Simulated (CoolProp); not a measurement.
Values from CoolProp's reference Helmholtz-energy equation of state, Lemmon 2006. It is a short technical equation, of lower accuracy than the large ones.

Q: Give the vapour pressure (MPa), liquid density (kg/m³), vapour density (kg/m³), surface tension (mN/m) of saturated carbonyl sulfide at 296.8 K.

A: 
```
T (K)  p (MPa)  liquid density (kg/m³)  vapour density (kg/m³)  surface tension (mN/m)
-----  -------  ----------------------  ----------------------  ----------------------
296.8     1.24                     994                    36.0                    8.41
```

Surface tension comes from a separate correlation (Mulero 2012).
